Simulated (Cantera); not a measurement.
A closed system holds: 1 mol SiCl4, 2.3 mol Cl2, a varied amount of H2, at 550 K and 690000 Pa.

These are equilibrium values from Cantera (NASA tables, ideal gas, pure condensed phases), not measurements of a reactor. Candidate condensed phases: Si; 19 gas species. The numbers say what is thermodynamically allowed, not how fast it happens.

x: gas mole fraction; nothing condenses.

| n(H2) (mol) | x HCl | x H2 | x Cl2 | x SiCl4 | x SiHCl3 |
|---|---|---|---|---|---|
| 0.85 | 0.410 | <1e-12 | 0.349 | 0.241 | <1e-12 |
| 1.1 | ? | <1e-12 | ? | 0.227 | <1e-12 |
| 1.5 | 0.625 | <1e-12 | 0.167 | 0.208 | <1e-12 |
| 2 | 0.755 | <1e-12 | 0.0566 | 0.189 | <1e-12 |
| 2.6 | 0.780 | 0.0508 | <1e-12 | 0.169 | 8.37e-8 |
| 3.5 | 0.676 | 0.176 | <1e-12 | 0.147 | 2.90e-7 |
| 4.6 | ? | ? | <1e-12 | ? | ? |
| 6.1 | 0.489 | 0.404 | <1e-12 | 0.106 | 6.65e-7 |
| 8.1 | 0.404 | 0.509 | <1e-12 | 0.0877 | 8.37e-7 |
| 11 | 0.322 | 0.608 | <1e-12 | 0.0699 | 1.00e-6 |
| 14 | 0.266 | 0.676 | <1e-12 | 0.0578 | 1.11e-6 |
| 19 | 0.206 | 0.749 | <1e-12 | 0.0448 | 1.23e-6 |

**Question.** Some entries are withheld; supply them.

**Answer.** 
- 1.1, x HCl: 0.500
- 1.1, x Cl2: 0.273
- 4.6, x HCl: 0.582
- 4.6, x H2: 0.291
- 4.6, x SiCl4: 0.127
- 4.6, x SiHCl3: 4.79e-7
